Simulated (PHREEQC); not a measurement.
A solution holds 0.006 mol MgCl2, 0.0025 mol CO2 and 0.0034 mol KCl per kg of water, at 25 °C. Closed to the air; pH follows from the charge balance.

All values are PHREEQC results (ion-association model, phreeqc.dat), not measurements.

Each row changes one thing in this solution. This is a speciation only: nothing precipitates in the calculation.

```csv
case,pH,HCO3- (mol/kgw),(CO2)2 (mol/kgw),CO3-2 (mol/kgw),SI of Sylvite (KCl)
as made,4.47,3.69e-5,1.12e-7,7.65e-11,-5.31
diluted 5-fold with water,4.83,1.56e-5,4.31e-9,6.09e-11,-6.64
CO2 from 0.0025 to 0.00375 mol/kgw,4.38,4.53e-5,2.53e-7,7.65e-11,-5.31
CO2 replaced by NaHCO3 at the same molality,7.98,0.00231,4.13e-11,1.58e-5,-5.31
0.0012 mol/kgw NaHCO3 added,5.95,0.00115,1.15e-7,7.38e-8,-5.31
MgCl2 from 0.006 to 0.0006 mol/kgw,4.48,3.55e-5,1.12e-7,6.27e-11,-5.77
MgCl2 from 0.006 to 0.0054 mol/kgw,4.47,3.68e-5,1.12e-7,7.54e-11,-5.34
CO2 from 0.0025 to 0.00125 mol/kgw,4.62,2.60e-5,2.76e-8,7.65e-11,-5.31
MgCl2 left out,4.48,3.52e-5,1.12e-7,6.00e-11,-5.89
```
